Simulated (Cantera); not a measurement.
## Hydrocarbon pyrolysis for carbon deposition

An isothermal, constant-pressure homogeneous reactor starts with C₂H₆ : N₂ = 1 : 84 (molar parts), at 1125 K and 165 Torr.

Computed with Cantera and GRI-Mech 3.0 (53 species, 325 reactions). GRI-Mech 3.0 stops at C3 and has no aromatics, soot or wall deposition, so with more carbon than oxygen in the feed, carbon stays in small species such as C2H2 where larger ones or solid carbon would form.

```
t (s)       x C₂H₆     x HCN       x H     x C₂H    x C₂H₄
--------  --------  --------  --------  --------  --------
9.00e-5     0.0118    <1e-12  2.41e-10    <1e-12  6.80e-10
0.000196    0.0118    <1e-12   1.26e-9    <1e-12   6.64e-9
0.000429    0.0118    <1e-12   6.15e-9    <1e-12   6.60e-8
0.000935    0.0118    <1e-12   2.82e-8    <1e-12   6.45e-7
0.00204     0.0118    <1e-12   1.14e-7    <1e-12   5.93e-6
0.00445     0.0117  1.79e-12   3.24e-7    <1e-12   4.37e-5
0.00972     0.0115  1.40e-11   5.14e-7    <1e-12  0.000204
0.0212      0.0111  3.34e-11   5.84e-7    <1e-12  0.000638
0.0463      0.0101  5.11e-11   6.24e-7    <1e-12   0.00158
0.101      0.00807  6.74e-11   6.96e-7  1.36e-12   0.00343
0.220      0.00467  8.27e-11   8.09e-7  3.71e-12   0.00636
0.481      0.00132  9.34e-11   7.75e-7  7.91e-12   0.00856
1.05      0.000201  9.62e-11   4.12e-7  7.13e-12   0.00816
2.29       3.51e-5  9.64e-11   1.89e-7  4.29e-12   0.00707
5.00       1.08e-5  9.64e-11   1.10e-7  2.94e-12   0.00599
```
x: mole fraction; the columns are a selection and need not sum to one.

Equilibrium at this temperature and pressure: C₂H₆ 4.65e-7, HCN 0.0142, H 1.23e-8, C₂H <1e-12, C₂H₄ 0.000320 (gas phase only).
